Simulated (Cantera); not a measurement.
Cantera run:

```python
import numpy as np
import cantera as ct

gas_names = """
    CL CL2 H HCL H2 N NH NH2 NH3 N2 N2H2 N2H4 Si SiCL SiCL2 SiCL3 SiCL4 SiH SiHCL3 SiH2 SiH2CL2 SiH3
    SiH3CL SiH4 SiN Si2 Si2N Si3
""".split()
cond_names = """
    NH4CL(a) NH4CL(b) Si(cr) Si(L) Si3N4(a)
""".split()


# ... load() reads the species with a 1 bar reference pressure and builds the phases ...
atoms = {
    'Si2Cl6': {'Si': 2, 'CL': 6},
    'NH3': {'N': 1, 'H': 3},
}
top_T = {'Si3N4(a)': 2400}  # K; cautious upper limits of use, not melting points


# ... equilibrate(T, P, feed) seeds the gas with the atoms and calls Mixture.equilibrate('TP', solver="vcs", rtol=1e-11, max_steps=5000) ...
results = []
feed = {'Si2Cl6': 1, 'NH3': 4.8}  # mol
T = 700  # K
P = 170  # Pa
mix = equilibrate(T, P, feed)
results.append((T, P, feed, dict(zip(mix.species_names, mix.species_moles))))
print(gas.report(threshold=0.0001))
for i in range(1, mix.n_phases):
    print(f"{mix.phase(i).name:16s} {mix.phase_moles(i):12.5e} mol")
```

It prints:

```
       temperature   700 K
          pressure   170 Pa
           density   0.00074639 kg/m^3
  mean mol. weight   25.553 kg/kmol
   phase of matter   gas

                          1 kg             1 kmol
                     ---------------   ---------------
          enthalpy       -2.0166e+06       -5.1531e+07  J
   internal energy       -2.2443e+06       -5.7351e+07  J
           entropy             10106        2.5824e+05  J/K
    Gibbs function       -9.0906e+06        -2.323e+08  J
 heat capacity c_p            1310.8             33495  J/K
 heat capacity c_v            985.41             25181  J/K

                      mass frac. Y      mole frac. X     chem. pot. / RT
                     ---------------   ---------------   ---------------
               HCL           0.48555           0.34032           -46.777
                H2          0.037837           0.47959            -23.81
                N2           0.14229           0.12979           -32.451
             SiCL4           0.33425          0.050276           -166.29
     [  +24 minor]        7.8213e-05        1.6423e-05

NH4CL(b)          0.00000e+00 mol
Si(cr)            0.00000e+00 mol
Si3N4(a)          4.80912e-01 mol
```

Cantera equilibrium calculation (NASA polynomials, part measured and part estimated; ideal gas, pure solids and liquids). The feed counts by its element totals alone.
